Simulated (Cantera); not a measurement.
Carbothermic reduction: PbO + C + CO

Feed: 1 mol PbO, 7.4 mol C, 0.017 mol CO, held at 100000 Pa.

Method: chemical equilibrium by Gibbs-energy minimisation in Cantera with the NASA 1993 tables (ideal gas, pure condensed phases). Candidate condensed phases: C, Pb, PbO, PbO₂, Pb₃O₄; 15 gas species. Equilibrium is a limit: real reactors are often held back by kinetics, nucleation or transport.

From 1050 K to 1600 K the condensed part is C(graphite) + Pb(l). The main Pb-bearing gas is Pb throughout.

```tsv
T (K)	x CO	x CO₂	x Pb	x Pb₂	x PbO	n C(graphite)	n Pb(l)
1050	0.847	0.153	4.65e-5	2.98e-10	3.99e-11	6.54	1.000
1100	0.924	0.0754	0.000121	1.48e-9	1.06e-10	6.47	1.000
1150	0.963	0.0366	0.000290	6.33e-9	2.47e-10	6.44	1.000
1200	0.981	0.0182	0.000643	2.40e-8	5.28e-10	6.42	0.999
1250	0.989	0.00942	0.00134	8.12e-8	1.05e-9	6.41	0.999
1300	0.992	0.00509	0.00262	2.50e-7	1.98e-9	6.41	0.997
1350	0.992	0.00287	0.00489	7.05e-7	3.54e-9	6.40	0.995
1400	0.990	0.00168	0.00871	1.84e-6	6.05e-9	6.40	0.991
1450	0.984	0.00102	0.0149	4.49e-6	9.94e-9	6.40	0.985
1500	0.975	0.000631	0.0246	1.03e-5	1.57e-8	6.40	0.974
1550	0.960	0.000400	0.0392	2.23e-5	2.40e-8	6.40	0.959
1600	0.939	0.000257	0.0606	4.60e-5	3.53e-8	6.40	0.934
```
x: gas mole fraction; n: condensed amount in mol.
